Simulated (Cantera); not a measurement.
Charge: 1 mol ZrO2, 2.5 mol H2, 1.2 mol H2O, equilibrated at 1623.15 K and 1.65 Torr.

Equilibrium computed with Cantera from the NASA thermochemical tables; the gas is ideal and each condensed phase is pure. Candidate condensed phases: H2O, Zr, ZrO2; 12 gas species. The numbers say what is thermodynamically allowed, not how fast it happens.

Problem. What is the equilibrium state?

Solution. x(H2): 0.675
x(H2O): 0.324
x(H): 0.00121
x(OH): 2.44e-5
n(ZrO2(tetragonal)): 1.00 mol
gas amount: 3.702 mol
log10 activity of Zr(β) (absent): -14.82
